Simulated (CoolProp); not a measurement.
Vapour pressure (kPa) of CF4 (R14): the reference equation beside estimates from Tc = 227.4 K, pc = 3762 kPa, ω = 0.178. Clausius-Clapeyron is anchored at 161.3 K with a constant enthalpy of vaporisation of 10.98 kJ/mol.

Model: reference Helmholtz-energy equation of state, Platzer 1990, in CoolProp. This equation is an older, rougher fit; its heat capacities, sound speeds and derivatives of the liquid may be far off and weren't checked against measurements.

```csv
T (K),reference,Lee-Kesler,Clausius-Clapeyron,van der Waals,Redlich-Kwong,Soave-Redlich-Kwong
161.3,278.9,281.5,278.9,806.7,367.5,281.4
163.8,319.8,323.0,316.1,871.4,417.0,323.0
166.3,365.0,369.0,356.8,939.5,471.0,369.1
168.9,417.0,421.7,403.2,1014,532.3,422.1
171.4,472.0,477.5,452.0,1089,596.3,478.3
173.9,532.2,538.6,504.9,1167,665.5,539.9
176.4,597.9,605.2,562.3,1249,740.2,607.2
179,672.5,680.6,627.0,1338,823.9,683.6
181.5,750.5,759.4,694.1,1427,910.3,763.5
184,835.0,844.6,766.2,1520,1003,850.1
186.5,926.3,936.6,843.6,1617,1102,943.7
189.1,1029,1040,929.9,1721,1211,1049
191.6,1135,1147,1019,1826,1323,1158
194.1,1249,1261,1113,1934,1442,1275
196.7,1377,1389,1218,2050,1573,1405
```

Absolute difference from the reference over all 15 rows, mean and median: Lee-Kesler 1.1 and 1.1 %, Clausius-Clapeyron 6.4 and 6.8 %, van der Waals 106.6 and 99.0 %, Redlich-Kwong 22.7 and 22.5 %, Soave-Redlich-Kwong 1.6 and 1.7 %.
